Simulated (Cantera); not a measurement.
Input (Python, Cantera):

```python
import numpy as np
import cantera as ct

gas = ct.Solution("gri30.yaml")
gas.TPX = 1773, 1000000, {'CH4': 1, 'CO2': 0.88}
reactor = ct.IdealGasConstPressureReactor(gas, energy="off", clone=False)
net = ct.ReactorNet([reactor])
net.rtol, net.atol = 1e-08, 1e-18
show = ['CH4', 'CO2', 'HO2', 'O2', 'H2O', 'CH2CO', 'CH2']
times = np.geomspace(1e-05, 70, 13)

steps = ct.SolutionArray(gas, extra=["t"])
rows = []
print(f"{'t/s':>10s}{'T/K':>9s}{'P/Pa':>11s}" + "".join(f"{s:>11s}" for s in show))
for t in times:
    while net.time < t:
        t_next = net.step()
        steps.append(gas.state, t=t_next)
    rows.append([np.interp(t, steps.t, y) for y in (steps.T, steps.P, *steps(*show).X.T)])
    print(f"{t:10.3e}{rows[-1][0]:9.1f}{rows[-1][1]:11.4g}" + "".join(f"{x:11.3e}" for x in rows[-1][2:]))
rate = np.gradient(steps.T, steps.t)
print("integrator steps:", len(steps.t))
if steps.T.max() > steps.T[0] + 200:
    print(f"time of steepest temperature rise: {steps.t[rate.argmax()]:.4e} s")
gas.TPX = 1773, 1000000, {'CH4': 1, 'CO2': 0.88}
gas.equilibrate("TP")
print(f"equilibrium (TP): T = {gas.T:.1f} K  " + "  ".join(f"{s} {gas[s].X[0]:.3e}" for s in show))
```

It prints:

```
       t/s      T/K       P/Pa        CH4        CO2        HO2         O2        H2O      CH2CO        CH2
 1.000e-05   1773.0      1e+06  5.272e-01  4.676e-01  1.737e-14  8.273e-14  4.381e-05  7.422e-10  1.046e-07
 3.719e-05   1773.0      1e+06  5.110e-01  4.652e-01  3.508e-14  4.863e-13  3.064e-04  2.791e-08  2.092e-07
 1.383e-04   1773.0      1e+06  4.429e-01  4.456e-01  1.188e-13  4.350e-12  3.306e-03  9.947e-07  2.232e-07
 5.144e-04   1773.0      1e+06  3.056e-01  3.773e-01  3.226e-13  2.438e-11  2.562e-02  1.197e-05  1.320e-07
 1.913e-03   1773.0      1e+06  1.510e-01  2.360e-01  4.882e-13  5.634e-11  1.136e-01  4.943e-05  1.176e-07
 7.114e-03   1773.0      1e+06  5.597e-02  8.326e-02  3.206e-13  4.835e-11  2.112e-01  9.350e-05  1.312e-07
 2.646e-02   1773.0      1e+06  4.384e-02  4.905e-02  1.271e-13  2.004e-11  1.654e-01  5.243e-05  7.443e-08
 9.840e-02   1773.0      1e+06  4.060e-02  2.619e-02  2.903e-14  5.234e-12  9.200e-02  1.788e-05  3.202e-08
 3.659e-01   1773.0      1e+06  3.186e-02  9.934e-03  3.758e-15  8.241e-13  3.654e-02  5.860e-06  1.497e-08
 1.361e+00   1773.0      1e+06  2.301e-02  2.305e-03  1.966e-16  4.874e-14  8.771e-03  2.877e-06  8.862e-09
 5.061e+00   1773.0      1e+06  1.929e-02  1.344e-04  6.675e-19  1.737e-16  5.178e-04  2.222e-06  7.094e-09
 1.882e+01   1773.0      1e+06  1.907e-02  2.083e-05  1.638e-20  4.633e-18  8.039e-05  2.189e-06  6.998e-09
 7.000e+01   1773.0      1e+06  1.907e-02  2.082e-05  1.637e-20  4.630e-18  8.036e-05  2.189e-06  6.998e-09
integrator steps: 1969
equilibrium (TP): T = 1773.0 K  CH4 1.907e-02  CO2 2.145e-05  HO2 1.736e-20  O2 4.902e-18  H2O 8.278e-05  CH2CO 2.194e-06  CH2 7.004e-09
```

Cantera simulation using GRI-Mech 3.0 (53 species, 325 reactions); the numbers are that mechanism's predictions, not measurements.
